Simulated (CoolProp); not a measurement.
R22 at 438.99 K and 9.48 MPa flows at 0.18 m/s in a round tube of 50 mm bore and 1.5 µm roughness, fully developed (64/Re and Nu = 3.66 if laminar; Colebrook and Gnielinski if turbulent). Each further row changes one setting.

Values from CoolProp's reference Helmholtz-energy equation of state, Kamei 1995.

| case | Reynolds number | Darcy friction factor | pressure drop (Pa/m) | heat-transfer coefficient (W/(m² K)) | mass flow (kg/h) |
|---|---|---|---|---|---|
| as stated | 122000 | 0.0174 | 2.12 | 208 | 478 |
| velocity 0.36 m/s | 245000 | 0.0153 | 7.46 | 368 | 956 |
| diameter 100 mm | 245000 | 0.0152 | 0.924 | 182 | 1910 |

Viscosity comes from a separate model (Bell 2016), an estimate that may be off by 10 % or more. Thermal conductivity comes from a separate model (McLinden 2000), an estimate that may be off by 10 % or more.
